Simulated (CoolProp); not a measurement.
Vapour-liquid equilibrium of carbon dioxide (1) + CHF3 (R23) (2) at 935 kPa; x and y are mole fractions of (1).

Computed with CoolProp (multi-fluid Helmholtz-energy mixture model, Span 1996 and Penoncello 2003; pair parameters Bell 2016).

| x | bubble temperature, mixture model (K) | bubble temperature, Raoult's law (K) | y, mixture model | y, Raoult's law |
|---|---|---|---|---|
| 0.05 | (withheld) | 240.4 | 0.072 | 0.069 |
| 0.15 | (withheld) | 239.2 | (withheld) | 0.200 |
| 0.25 | 237.1 | 238.1 | 0.325 | 0.321 |
| 0.35 | (withheld) | 237.1 | 0.434 | 0.433 |
| 0.45 | 234.8 | 236.1 | (withheld) | 0.538 |
| 0.55 | 233.8 | 235.1 | 0.623 | 0.635 |
| 0.65 | (withheld) | 234.2 | 0.707 | 0.725 |
| 0.75 | 232.3 | 233.3 | (withheld) | 0.810 |
| 0.85 | 231.8 | 232.4 | 0.871 | 0.890 |
| 0.95 | 231.4 | 231.6 | 0.955 | 0.964 |

**Question.** Fill in the missing entries.

**Answer.** 
- 0.05, bubble temperature, mixture model (K): 240.1
- 0.15, bubble temperature, mixture model (K): 238.6
- 0.15, y, mixture model: 0.205
- 0.35, bubble temperature, mixture model (K): 235.9
- 0.45, y, mixture model: 0.532
- 0.65, bubble temperature, mixture model (K): 233.0
- 0.75, y, mixture model: 0.789

The largest gap from Raoult's law is -1.3 K in bubble temperature, at x = 0.45. No azeotrope shows between x = 0.05 and 0.95.

The pair parameters rest on a limited set of measurements; away from them the model extrapolates.
